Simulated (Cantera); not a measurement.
**Equilibrium for thermal oxidation and active oxidation of silicon: Si + N2O + N2 + H2**

A closed system holds: 1 mol Si, 0.86 mol N2O, 4.9 mol N2, 0.0017 mol H2, equilibrated at 0.0100 bar.

These are equilibrium values from Cantera (NASA tables, ideal gas, pure condensed phases), not measurements of a reactor. Candidate condensed phases: H2O, Si, SiO2, Si2N2O, Si3N4; 35 gas species. Mutual solubility and eutectic melting of coexisting phases are not modelled. The tables hold silica as quartz up to 1696 K and as liquid above; real silica turns to tridymite and cristobalite and melts near 1996 K. Kinetics and transport are ignored.

| T (K) | x N2 | x SiO | x H2 | x H | x Si | x SiN | x H2O | x SiO2 | n SiO2(β-quartz) | n Si2N2O(s) |
|---|---|---|---|---|---|---|---|---|---|---|
| 1023 | 1.000 | 6.25e-12 | 0.000316 | 7.36e-10 | <1e-12 | <1e-12 | 1.14e-8 | <1e-12 | 0.240 | 0.380 |
| 1123 | 1.000 | 1.29e-9 | 0.000316 | 7.57e-9 | <1e-12 | <1e-12 | 1.76e-8 | <1e-12 | 0.240 | 0.380 |
| 1223 | 1.000 | 1.09e-7 | 0.000316 | 5.34e-8 | <1e-12 | <1e-12 | 2.52e-8 | <1e-12 | 0.240 | 0.380 |
| 1323 | 1.000 | 4.68e-6 | 0.000316 | 2.82e-7 | <1e-12 | <1e-12 | 3.41e-8 | <1e-12 | 0.240 | 0.380 |
| 1423 | 1.000 | 0.000117 | 0.000315 | 1.18e-6 | 1.50e-11 | 2.73e-12 | 4.40e-8 | 1.64e-11 | 0.240 | 0.380 |
| 1523 | 0.998 | 0.00190 | 0.000313 | 4.09e-6 | 1.06e-9 | 1.23e-10 | 5.45e-8 | 4.37e-10 | 0.237 | 0.377 |
| 1623 | 0.978 | 0.0217 | 0.000301 | 1.20e-5 | 4.44e-8 | 3.47e-9 | 6.30e-8 | 7.73e-9 | 0.200 | 0.340 |
| 1723 | 0.886 | 0.114 | 0.000254 | 2.90e-5 | 2.13e-6 | 1.13e-7 | 2.14e-8 | 2.03e-8 | 0 | 0.140 |
x: gas mole fraction; n: condensed amount in mol.

From 1023 K to 1623 K the condensed part is SiO2(β-quartz) + Si2N2O(s). At 1723 K the condensed part is Si2N2O(s).
